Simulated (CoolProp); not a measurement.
Vapour-liquid equilibrium of R22 (1) + n-pentane (2) at 0.049 MPa; x and y are mole fractions of (1).

Values from CoolProp's multi-fluid Helmholtz-energy mixture model, Kamei 1995 and Thol 2019; pair parameters Bell 2016.

Q: Give the bubble temperature and the first vapour's composition at x = 0.05, 0.5, 0.65. Is there an azeotrope?

A: x = 0.05: -11.4 °C, y = 0.720; x = 0.5: -49.7 °C, y = 0.981; x = 0.65: -51.2 °C, y = 0.984. No azeotrope shows between x = 0.05 and 0.95.

The pair parameters rest on a limited set of measurements; away from them the model extrapolates. With so large a gap from Raoult's law the liquid may split in two, which this calculation doesn't test in full.
